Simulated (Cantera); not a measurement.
## Gas-phase reforming

An isothermal, constant-pressure homogeneous reactor starts with CH4 : H2O : H2 = 1 : 0.41 : 0.43 (molar parts), at 1798 K and 7.70 bar.

Detailed kinetics in Cantera: GRI-Mech 3.0 (53 species, 325 reactions). GRI-Mech 3.0 stops at C3 and has no aromatics, soot or wall deposition, so with more carbon than oxygen in the feed, carbon stays in small species such as C2H2 where larger ones or solid carbon would form.

| t (s) | x CH4 | x H2O | x H2 | x C2H4 | x CH2CO | x C2H |
|---|---|---|---|---|---|---|
| 2.00e-5 | 0.531 | 0.222 | 0.241 | 0.00216 | 1.22e-8 | 2.20e-10 |
| 5.97e-5 | 0.505 | 0.219 | 0.260 | 0.00895 | 5.86e-7 | 4.06e-9 |
| 0.000178 | 0.436 | 0.210 | 0.315 | 0.0153 | 6.86e-6 | 2.89e-8 |
| 0.000533 | 0.316 | 0.191 | 0.416 | 0.0124 | 2.07e-5 | 8.53e-8 |
| 0.00159 | 0.187 | 0.169 | 0.524 | 0.0121 | 2.98e-5 | 1.41e-7 |
| 0.00476 | 0.104 | 0.150 | 0.598 | 0.0139 | 3.15e-5 | 1.73e-7 |
| 0.0142 | 0.0825 | 0.126 | 0.631 | 0.0137 | 2.58e-5 | 1.67e-7 |
| 0.0424 | 0.0790 | 0.0850 | 0.663 | 0.0119 | 1.53e-5 | 1.35e-7 |
| 0.127 | 0.0734 | 0.0369 | 0.702 | 0.00950 | 6.19e-6 | 9.86e-8 |
| 0.379 | 0.0684 | 0.00623 | 0.728 | 0.00784 | 2.32e-6 | 7.71e-8 |
| 1.13 | 0.0672 | 7.42e-5 | 0.733 | 0.00749 | 1.72e-6 | 7.30e-8 |
| 3.38 | 0.0672 | 1.01e-5 | 0.733 | 0.00749 | 1.71e-6 | 7.29e-8 |
| 10.1 | 0.0672 | 1.01e-5 | 0.733 | 0.00749 | 1.71e-6 | 7.29e-8 |
| 30.1 | 0.0672 | 1.01e-5 | 0.733 | 0.00749 | 1.71e-6 | 7.29e-8 |
| 90.0 | 0.0672 | 1.01e-5 | 0.733 | 0.00749 | 1.71e-6 | 7.29e-8 |
x: mole fraction; the columns are a selection and need not sum to one.

Equilibrium at this temperature and pressure: CH4 0.0672, H2O 1.03e-5, H2 0.733, C2H4 0.00749, CH2CO 1.71e-6, C2H 7.29e-8 (gas phase only).
